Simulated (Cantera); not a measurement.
An isothermal, constant-pressure homogeneous reactor starts with CO : O₂ : H₂O : N₂ = 0.013 : 0.0036 : 0.0035 : 1 (molar parts), equivalence ratio 1.8, at 1450 K and 3450 Torr.

Model: GRI-Mech 3.0 (53 species, 325 reactions), integrated in Cantera.

x: mole fraction; the columns are a selection and need not sum to one.

```json
[
 {"t (s)": "7.00e-5", "x CO": "0.0127", "x O₂": "0.00353", "x H₂O": "0.00343", "x O": "2.19e-8", "x NO": "<1e-12", "x OH": "5.36e-9"},
 {"t (s)": "0.000270", "x CO": "0.0127", "x O₂": "0.00353", "x H₂O": "0.00343", "x O": "1.69e-6", "x NO": "3.32e-12", "x OH": "5.52e-7"},
 {"t (s)": "0.00104", "x CO": "…", "x O₂": "…", "x H₂O": "0.00277", "x O": "…", "x NO": "…", "x OH": "…"},
 {"t (s)": "0.00403", "x CO": "0.00497", "x O₂": "1.90e-6", "x H₂O": "0.00269", "x O": "7.18e-7", "x NO": "3.19e-6", "x OH": "7.10e-6"},
 {"t (s)": "0.0156", "x CO": "0.00497", "x O₂": "5.59e-8", "x H₂O": "0.00271", "x O": "1.97e-8", "x NO": "3.09e-6", "x OH": "1.20e-6"},
 {"t (s)": "0.0602", "x CO": "0.00498", "x O₂": "2.83e-9", "x H₂O": "0.00271", "x O": "8.48e-10", "x NO": "2.90e-6", "x OH": "2.50e-7"},
 {"t (s)": "0.233", "x CO": "0.00498", "x O₂": "1.76e-10", "x H₂O": "0.00271", "x O": "5.24e-11", "x NO": "2.65e-6", "x OH": "6.05e-8"},
 {"t (s)": "0.898", "x CO": "0.00498", "x O₂": "1.60e-11", "x H₂O": "0.00271", "x O": "7.11e-12", "x NO": "2.37e-6", "x OH": "2.11e-8"},
 {"t (s)": "3.47", "x CO": "0.00498", "x O₂": "5.92e-12", "x H₂O": "0.00271", "x O": "3.47e-12", "x NO": "…", "x OH": "…"},
 {"t (s)": "13.4", "x CO": "0.00498", "x O₂": "3.79e-12", "x H₂O": "0.00271", "x O": "2.20e-12", "x NO": "1.11e-6", "x OH": "1.22e-8"},
 {"t (s)": "51.8", "x CO": "0.00498", "x O₂": "2.92e-12", "x H₂O": "0.00271", "x O": "1.67e-12", "x NO": "5.43e-7", "x OH": "1.09e-8"},
 {"t (s)": "200", "x CO": "0.00498", "x O₂": "2.81e-12", "x H₂O": "0.00271", "x O": "1.60e-12", "x NO": "3.44e-7", "x OH": "1.08e-8"}
]
```

Problem. What belongs in the gaps?

Solution. 
- 0.00104, x CO: 0.00662
- 0.00104, x O₂: 0.000663
- 0.00104, x O: 0.000164
- 0.00104, x NO: 2.20e-6
- 0.00104, x OH: 8.79e-5
- 3.47, x NO: 1.89e-6
- 3.47, x OH: 1.47e-8
